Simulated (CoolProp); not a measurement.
Model: reference Helmholtz-energy equation of state, Pan 2012, in CoolProp.

### Question
Give the vapour pressure (kPa), vapour density (kg/m³), vapour viscosity (µPa s) of saturated R236FA at 331.8, 335.8, 343.7 K.

### Answer
```json
[
 {"T (K)": "331.8", "p (kPa)": "736", "vapour density (kg/m³)": "49.9", "vapour viscosity (µPa s)": "12.2"},
 {"T (K)": "335.8", "p (kPa)": "817", "vapour density (kg/m³)": "55.7", "vapour viscosity (µPa s)": "12.3"},
 {"T (K)": "343.7", "p (kPa)": "996", "vapour density (kg/m³)": "68.9", "vapour viscosity (µPa s)": "12.7"}
]
```

Viscosity comes from a separate model (Huber 2003), an estimate that may be off by 10 % or more.
